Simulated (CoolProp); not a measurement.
Properties of R245ca along the isobar 0.956 MPa (Tc = 447.6 K, pc = 3.941 MPa, ω = 0.355).

Computed with CoolProp (reference Helmholtz-energy equation of state, Zhou 2016).

| T (K) | phase | Z | cp (kJ/(kg K)) | cv (kJ/(kg K)) | Joule-Thomson coefficient (K/MPa) | isothermal compressibility (1/MPa) | fugacity coefficient |
|---|---|---|---|---|---|---|---|
| 337.5 | liquid | 0.03554 | 1.449 | 1.042 | -0.1334 | 0.003201 | 0.3627 |
| 345 | liquid | 0.03537 | 1.467 | 1.052 | -0.1019 | 0.003640 | 0.4400 |
| 352.5 | liquid | 0.03525 | 1.486 | 1.062 | -0.06475 | 0.004178 | 0.5274 |
| 360 | liquid | 0.03519 | 1.508 | 1.072 | -0.02032 | 0.004849 | 0.6253 |
| 367.5 | liquid | 0.03520 | 1.534 | 1.082 | 0.03394 | 0.005706 | 0.7338 |
| 382.5 | gas | 0.8275 | 1.195 | 1.041 | 16.14 | 1.311 | 0.8534 |
| 390 | gas | 0.8418 | 1.192 | 1.050 | 14.72 | 1.279 | 0.8633 |
| 397.5 | gas | 0.8543 | 1.191 | 1.058 | 13.50 | 1.252 | 0.8723 |
| 405 | gas | 0.8654 | 1.192 | 1.067 | 12.44 | 1.231 | 0.8806 |
| 412.5 | gas | 0.8753 | 1.194 | 1.076 | 11.52 | 1.213 | 0.8881 |
| 420 | gas | 0.8841 | 1.197 | 1.085 | 10.71 | 1.197 | 0.8950 |
| 427.5 | gas | 0.8921 | 1.202 | 1.094 | 9.994 | 1.184 | 0.9014 |
| 435 | gas | 0.8994 | 1.207 | 1.103 | 9.353 | 1.172 | 0.9072 |
| 442.5 | gas | 0.9059 | 1.212 | 1.112 | 8.779 | 1.162 | 0.9127 |
| 450 | gas | 0.9120 | 1.218 | 1.121 | 8.262 | 1.153 | 0.9177 |
